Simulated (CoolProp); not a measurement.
Vapour-liquid equilibrium of R134a (1) + methanol (2) at -14.65 °C; x and y are mole fractions of (1).

The numbers come from the multi-fluid Helmholtz-energy mixture model, Tillner-Roth 1994 and de Reuck 1993; pair parameters Bell 2016 in CoolProp.

| x | bubble pressure (kPa) | y at the bubble point | dew pressure at overall composition x (kPa) | liquid density (mol/L) |
|---|---|---|---|---|
| 0.05 | 36.69 | 0.959 | 1.599 | 24.80 |
| 0.125 | 68.82 | 0.979 | 1.735 | 23.53 |
| 0.2 | 86.64 | 0.984 | 1.896 | 22.34 |
| 0.275 | 97.02 | 0.986 | 2.092 | 21.22 |
| 0.35 | 103.7 | 0.987 | 2.332 | 20.16 |
| 0.425 | 108.8 | 0.988 | 2.635 | 19.18 |
| 0.5 | 113.5 | 0.989 | 3.030 | 18.25 |
| 0.575 | 118.4 | 0.990 | 3.563 | 17.37 |
| 0.65 | 124.0 | 0.991 | 4.324 | 16.54 |
| 0.725 | 130.6 | 0.992 | 5.500 | 15.75 |
| 0.8 | 138.4 | 0.994 | 7.555 | 15.00 |
| 0.875 | 147.5 | 0.996 | 12.06 | 14.28 |
| 0.95 | 158.2 | 0.998 | 29.87 | 13.59 |

No azeotrope shows between x = 0.05 and 0.95.

Pair parameters are fitted to limited data, so mixtures are less certain than the pure fluids. With so large a gap from Raoult's law the liquid may split in two, which this calculation doesn't test in full.
